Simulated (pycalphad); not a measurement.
All values are pycalphad results on the COST 507 light-alloy database (1999) (1 atm), not direct measurements. The database dates from 1999; later assessments differ in places, in temperatures and in the compounds included. Phase fractions are per mole of atoms.

Question: Give the equilibrium state of Si-3.23Cu (at.%) at 625 K.

Answer: 
```
T = 625.00 K, P = 101325 Pa, N = 1 mol of atoms
G = -15120 J/mol, H = 7555 J/mol, S = 36.28 J/(mol K)  (SER reference)
chemical potentials (J/mol): Si -14721, Cu -27069
phase             fraction      x(Si)      x(Cu)
DIAMOND_A4          0.9575     1.0000       none
CU19SI6_ETA         0.0425     0.2400     0.7600
```

Question: Give the equilibrium state of Si-3.23Cu (at.%) at 1550 K.

Answer: DIAMOND_A4, fraction 0.854, with no Cu at.%; LIQUID, fraction 0.146, with 22.1 Cu at.%.

Database names, with the compositions (at.%) that they take in these runs: CU19SI6_ETA: Cu 76 Si 24. DIAMOND_A4 is diamond (Si). An entry "none" or "no" means that the model of the phase leaves that element out.
